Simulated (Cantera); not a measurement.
Input: 1 mol SiH₄, 3.5 mol HCl, 110 mol N₂, held at 1327 °C and 1 atm.

Method: chemical equilibrium by Gibbs-energy minimisation in Cantera with the NASA 1993 tables (ideal gas, pure condensed phases). Candidate condensed phases: NH₄Cl, Si, Si₃N₄; 28 gas species. The tables' values for SiCl₃ are old estimates; treat these amounts as uncertain. The numbers say what is thermodynamically allowed, not how fast it happens.

Base state: N₂ 0.952, HCl 0.0280, H₂ 0.0186, SiCl₂ 0.000665, SiCl₃ 0.000187, SiCl₄ 0.000130, SiHCl₃ 1.25e-5 (mole fractions); condensed: Si₃N₄(s).

Problem. What changes in the equilibrium state with this change: SiH₄ replaced by SiCl₄?

Solution. 
```json
[
 {"species": "N₂", "before": "0.952", "after": "0.960"},
 {"species": "HCl", "before": "0.0280", "after": "0.0305"},
 {"species": "SiCl₄", "before": "0.000130", "after": "0.00841"},
 {"species": "H₂", "before": "0.0186", "after": "1.34e-5"},
 {"species": "Cl₂", "before": "6.45e-9", "after": "1.07e-5"},
 {"species": "Cl", "before": "8.77e-6", "after": "0.000356"},
 {"species": "SiCl₂", "before": "0.000665", "after": "2.60e-5"},
 {"species": "SiHCl₃", "before": "1.25e-5", "after": "5.32e-7"},
 {"species": "SiCl₃", "before": "0.000187", "after": "0.000298"},
 {"species": "Si₃N₄(s), mol", "before": "0.295", "after": "0"}
]
```
